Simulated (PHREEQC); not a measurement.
1 kg of water holding 170 mmol/kgw NaHCO3 and 77 mmol/kgw Na2SO4 is evaporated at 25 °C; the solids stay in contact with the brine. The system is closed to CO2. Solids allowed: Burkeite, Mirabilite, Nahcolite, Natron, Thenardite, Trona. Others were left out.

The series has 22 steps of water left (kg), from 1 to 0.003789.

All values are PHREEQC results (Pitzer model, pitzer.dat), not measurements.

**Question.** Which solids form, in which order, and at which step of the series does each first stand?

**Answer.** Nahcolite from water left = 0.1406 kg (pH 7.54); Mirabilite from water left = 0.03499 kg (pH 7.27).
